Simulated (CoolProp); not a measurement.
A single-stage vapour-compression cycle with propylene: evaporating at 201.15 K (dew point), condensing at 256.15 K (bubble point), superheat 5 K, subcooling 2 K, compressor efficiency 0.6, no pressure losses. Each further row changes one setting.

Values from CoolProp's reference Helmholtz-energy equation of state, Lemmon 2013.

```json
[
 {"case": "as stated", "cooling COP": "1.78", "pressure ratio": "11.8", "discharge temperature (K)": "346.0", "refrigerating effect (kJ/kg)": "354", "volumetric capacity (kJ/m³)": "252"},
 {"case": "evaporating temperature 206.15 K", "cooling COP": "2.05", "pressure ratio": "…", "discharge temperature (K)": "335.7", "refrigerating effect (kJ/kg)": "359", "volumetric capacity (kJ/m³)": "…"},
 {"case": "condensing temperature 251.15 K", "cooling COP": "2.00", "pressure ratio": "9.94", "discharge temperature (K)": "336.0", "refrigerating effect (kJ/kg)": "365", "volumetric capacity (kJ/m³)": "260"},
 {"case": "subcooling 7 K", "cooling COP": "1.84", "pressure ratio": "11.8", "discharge temperature (K)": "346.0", "refrigerating effect (kJ/kg)": "365", "volumetric capacity (kJ/m³)": "260"},
 {"case": "superheat 15 K", "cooling COP": "1.76", "pressure ratio": "11.8", "discharge temperature (K)": "…", "refrigerating effect (kJ/kg)": "366", "volumetric capacity (kJ/m³)": "248"},
 {"case": "compressor efficiency 0.5", "cooling COP": "…", "pressure ratio": "11.8", "discharge temperature (K)": "368.3", "refrigerating effect (kJ/kg)": "354", "volumetric capacity (kJ/m³)": "252"}
]
```

Q: Fill in the missing entries.

A: 
- evaporating temperature 206.15 K, pressure ratio: 8.89
- evaporating temperature 206.15 K, volumetric capacity (kJ/m³): 334
- superheat 15 K, discharge temperature (K): 358.2
- compressor efficiency 0.5, cooling COP: 1.48
